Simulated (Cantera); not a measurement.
# Equilibrium for fluorocarbon and chlorocarbon gases: CCl4 + HCl + H2

A closed system holds: 1 mol CCl4, 0.052 mol HCl, 2.6 mol H2, at 1173.15 K and 13300 Pa.

These are equilibrium values from Cantera (NASA tables, ideal gas, pure condensed phases), not measurements of a reactor. Candidate condensed phases: C, C6H6, C7H8, C8H18; 91 gas species. Rates play no part.

| Quantity | Result |
|---|---|
| x(HCl) | 0.871 |
| x(H2) | 0.129 |
| x(CH4) | 4.30e-5 |
| n(C(graphite)) | 1.000 mol |
| gas amount | 4.652 mol |
